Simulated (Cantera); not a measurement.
Input (Python, Cantera):

```python
import numpy as np
import cantera as ct

gas = ct.Solution("gri30.yaml")
gas.TPX = 1173, 101325, {'CH3OH': 1, 'O2': 1.07, 'N2': 9.86}
reactor = ct.IdealGasConstPressureReactor(gas, energy="on", clone=False)
net = ct.ReactorNet([reactor])
net.rtol, net.atol = 1e-08, 1e-16
show = ['CH3OH', 'O2', 'H2O', 'CO2', 'H2', 'CH2', 'OH']
times = np.geomspace(2e-06, 1, 12)

steps = ct.SolutionArray(gas, extra=["t"])
rows = []
print(f"{'t/s':>10s}{'T/K':>9s}{'P/Pa':>11s}" + "".join(f"{s:>11s}" for s in show))
for t in times:
    while net.time < t:
        t_next = net.step()
        steps.append(gas.state, t=t_next)
    rows.append([np.interp(t, steps.t, y) for y in (steps.T, steps.P, *steps(*show).X.T)])
    print(f"{t:10.3e}{rows[-1][0]:9.1f}{rows[-1][1]:11.4g}" + "".join(f"{x:11.3e}" for x in rows[-1][2:]))
rate = np.gradient(steps.T, steps.t)
print("integrator steps:", len(steps.t))
if steps.T.max() > steps.T[0] + 200:
    print(f"time of steepest temperature rise: {steps.t[rate.argmax()]:.4e} s")
gas.TPX = 1173, 101325, {'CH3OH': 1, 'O2': 1.07, 'N2': 9.86}
gas.equilibrate("HP")
print(f"equilibrium (HP): T = {gas.T:.1f} K  " + "  ".join(f"{s} {gas[s].X[0]:.3e}" for s in show))
```

Output:

```
       t/s      T/K       P/Pa      CH3OH         O2        H2O        CO2         H2        CH2         OH
 2.000e-06   1173.0  1.013e+05  8.382e-02  8.969e-02  3.721e-09  3.893e-10  2.251e-09  7.436e-11  1.960e-10
 6.594e-06   1173.0  1.013e+05  8.382e-02  8.969e-02  1.300e-08  1.359e-09  9.889e-09  7.436e-11  1.972e-10
 2.174e-05   1173.0  1.013e+05  8.382e-02  8.969e-02  4.366e-08  4.557e-09  3.577e-08  7.436e-11  1.982e-10
 7.166e-05   1173.0  1.013e+05  8.382e-02  8.969e-02  1.453e-07  1.510e-08  1.251e-07  7.436e-11  2.003e-10
 2.363e-04   1173.0  1.013e+05  8.382e-02  8.969e-02  4.830e-07  4.986e-08  4.355e-07  7.436e-11  2.033e-10
 7.789e-04   1173.0  1.013e+05  8.382e-02  8.969e-02  1.634e-06  1.644e-07  1.524e-06  7.435e-11  2.276e-10
 2.568e-03   1173.0  1.013e+05  8.380e-02  8.968e-02  7.170e-06  5.425e-07  6.516e-06  7.434e-11  5.650e-10
 8.465e-03   1173.2  1.013e+05  8.362e-02  8.960e-02  1.026e-04  1.812e-06  7.338e-05  7.464e-11  5.804e-09
 2.791e-02   2083.0  1.013e+05  1.251e-15  9.910e-06  1.278e-01  3.815e-02  2.719e-02  1.432e-15  3.172e-04
 9.201e-02   2084.2  1.013e+05  1.236e-15  6.239e-06  1.279e-01  3.814e-02  2.720e-02  1.271e-15  2.535e-04
 3.033e-01   2084.1  1.013e+05  1.237e-15  6.233e-06  1.279e-01  3.814e-02  2.721e-02  1.272e-15  2.534e-04
 1.000e+00   2084.0  1.013e+05  1.238e-15  6.222e-06  1.279e-01  3.814e-02  2.721e-02  1.275e-15  2.532e-04
integrator steps: 2238
time of steepest temperature rise: 1.7475e-02 s
equilibrium (HP): T = 2084.0 K  CH3OH 1.261e-15  O2 6.219e-06  H2O 1.279e-01  CO2 3.813e-02  H2 2.721e-02  CH2 1.421e-15  OH 2.531e-04
```

Detailed kinetics in Cantera: GRI-Mech 3.0 (53 species, 325 reactions). GRI-Mech 3.0 was tuned for natural gas; its chemistry of methanol as a main component is partial and can be far from experiment.
